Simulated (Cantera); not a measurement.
A perfectly stirred reactor is fed with H2 : O2 : N2 = 0.14 : 1 : 0.38 (molar parts), at 0.00138 atm; it is held at 1423 K, and followed from long to short residence time.

Model: GRI-Mech 3.0 (53 species, 325 reactions), integrated in Cantera. Radical loss at walls, strong at low pressure, is not modelled. The temperature is held fixed by assumption; the heat of reaction is taken as removed at once.

x: mole fraction; the columns are a selection and need not sum to one.

```tsv
τ (s)	x H2	x O2	x NO	x H	x N2O	x HO2	x NO2
0.68	0.00306	0.595	(withheld)	0.0166	3.01e-10	2.54e-7	<1e-12
0.34	0.00332	0.592	(withheld)	0.0181	2.88e-10	2.55e-7	<1e-12
0.17	0.00363	0.591	(withheld)	0.0191	2.75e-10	2.56e-7	<1e-12
0.082	0.00417	0.591	(withheld)	0.0197	2.56e-10	2.57e-7	<1e-12
0.041	0.00513	0.592	(withheld)	0.0202	2.28e-10	2.58e-7	<1e-12
0.020	0.00704	0.594	(withheld)	0.0206	1.86e-10	2.59e-7	<1e-12
0.010	0.0106	0.597	(withheld)	0.0209	1.34e-10	2.59e-7	<1e-12
0.0050	0.0170	0.603	(withheld)	0.0205	8.20e-11	2.56e-7	<1e-12
0.0025	0.0286	0.613	(withheld)	0.0184	4.02e-11	2.43e-7	<1e-12
0.0012	0.0506	0.629	2.38e-10	0.0127	1.29e-11	2.12e-7	<1e-12
```

Problem. Some entries are withheld; supply them.

Solution. 
- 0.68, x NO: 4.89e-7
- 0.34, x NO: 2.79e-7
- 0.17, x NO: 1.49e-7
- 0.082, x NO: 7.40e-8
- 0.041, x NO: 3.70e-8
- 0.020, x NO: 1.75e-8
- 0.010, x NO: 8.08e-9
- 0.0050, x NO: 3.40e-9
- 0.0025, x NO: 1.19e-9
